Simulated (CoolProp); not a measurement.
Properties of water along the isobar 100 MPa (Tc = 647.1 K, pc = 22.06 MPa, ω = 0.344).

The numbers come from the reference Helmholtz-energy equation of state, Wagner 2002 in CoolProp.

```tsv
T (K)	phase	speed of sound (m/s)	expansivity (1/kK)	viscosity (µPa s)	conductivity (mW/(m K))
515.4	liquid	1521	1.112	132	711
531.7	liquid	1482	1.181	124	699
548	liquid	1441	1.256	118	686
564.4	liquid	1398	1.337	112	671
580.7	liquid	1354	1.426	107	655
597	liquid	1309	1.524	103	638
613.3	liquid	1263	1.632	98.4	620
629.6	liquid	1217	1.752	94.4	601
645.9	liquid	1170	1.884	90.6	581
662.2	supercritical	1124	2.031	87.0	560
678.6	supercritical	1078	2.194	83.5	538
```

Viscosity comes from a separate model (Huber 2009). Thermal conductivity comes from a separate model (Huber 2012).
